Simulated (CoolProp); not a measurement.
Computed with CoolProp (reference Helmholtz-energy equation of state, Lemmon 2006). It is a short technical equation, of lower accuracy than the large ones.

**Question.** For n-decane, give the phase and the expansivity (1/kK), conductivity (mW/(m K)) at 434.6 K and 968 kPa; 589.1 K and 968 kPa.

**Answer.** 
- 434.6 K and 968 kPa: liquid; expansivity 1.43, conductivity 98.1
- 589.1 K and 968 kPa: gas; expansivity 4.72, conductivity 37.0

Thermal conductivity comes from a separate model (Huber 2005).
